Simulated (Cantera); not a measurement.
An adiabatic, constant-pressure homogeneous reactor starts with CH₄ : O₂ : N₂ = 1 : 3.08 : 11.6 (molar parts), at 1650 K and 750 Torr. Integrator tolerance rtol = 1e-08.

Detailed kinetics in Cantera: GRI-Mech 3.0 (53 species, 325 reactions).

```json
[
 {"quantity": "time of steepest temperature rise", "before": "0.291 ms", "after": "0.380 ms"},
 {"quantity": "temperature at 0.200 s", "before": "2633 K", "after": "2651 K"},
 {"quantity": "equilibrium temperature", "before": "2633 K", "after": "2651 K"},
 {"quantity": "x(CH₄) at 0.200 s", "before": "<1e-12 (gas-phase equilibrium <1e-12)", "after": "4.14e-12 (gas-phase equilibrium 4.68e-12)"},
 {"quantity": "x(O₂) at 0.200 s", "before": "0.0627 (gas-phase equilibrium 0.0627)", "after": "0.000139 (gas-phase equilibrium 0.000139)"},
 {"quantity": "x(H₂) at 0.200 s", "before": "0.00487 (gas-phase equilibrium 0.00487)", "after": "0.137 (gas-phase equilibrium 0.137)"},
 {"quantity": "x(CH₂CO) at 0.200 s", "before": "<1e-12 (gas-phase equilibrium <1e-12)", "after": "<1e-12 (gas-phase equilibrium <1e-12)"},
 {"quantity": "x(OH) at 0.200 s", "before": "0.0167 (gas-phase equilibrium 0.0167)", "after": "0.00421 (gas-phase equilibrium 0.00421)"}
]
```

Q: Name the change that produced these shifts.
A. pressure from 750 Torr to 12000 Torr
B. pressure from 750 Torr to 2550 Torr
C. constant volume in place of constant pressure
D. CH4 1 to 2.9 parts

A: D, CH4 1 to 2.9 parts
